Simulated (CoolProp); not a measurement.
Properties of R11 along the isobar 6.55 MPa (Tc = 198.0 °C, pc = 4.408 MPa, ω = 0.189).

Model: reference Helmholtz-energy equation of state, Jacobsen 1992, in CoolProp.

| T (°C) | phase | density (kg/m³) | cv (kJ/(kg K)) | isothermal compressibility (1/MPa) |
|---|---|---|---|---|
| 97.45 | liquid | 1316 | 0.6251 | 0.003766 |
| 106.75 | liquid | 1290 | 0.6289 | 0.004290 |
| 115.95 | liquid | 1263 | 0.6327 | 0.004921 |
| 125.15 | liquid | 1235 | 0.6366 | 0.005699 |
| 134.45 | liquid | 1205 | 0.6407 | 0.006691 |
| 143.65 | liquid | 1174 | 0.6450 | 0.007955 |
| 152.95 | liquid | 1141 | 0.6495 | 0.009651 |
| 162.15 | liquid | 1105 | 0.6543 | 0.01196 |
| 171.35 | liquid | 1067 | ? | 0.01527 |
| 180.65 | liquid | 1023 | 0.6658 | 0.02039 |
| 189.85 | liquid | 973.6 | 0.6729 | 0.02879 |
| 199.15 | supercritical | 914.4 | 0.6818 | ? |
| 208.35 | supercritical | 840.7 | 0.6931 | 0.07778 |
| 217.65 | supercritical | 740.0 | 0.7069 | 0.1647 |
| 226.85 | supercritical | 606.8 | 0.7160 | ? |

Question: Some entries are withheld; supply them.

Answer: 
- 171.35, cv (kJ/(kg K)): 0.6597
- 199.15, isothermal compressibility (1/MPa): 0.04453
- 226.85, isothermal compressibility (1/MPa): 0.3175
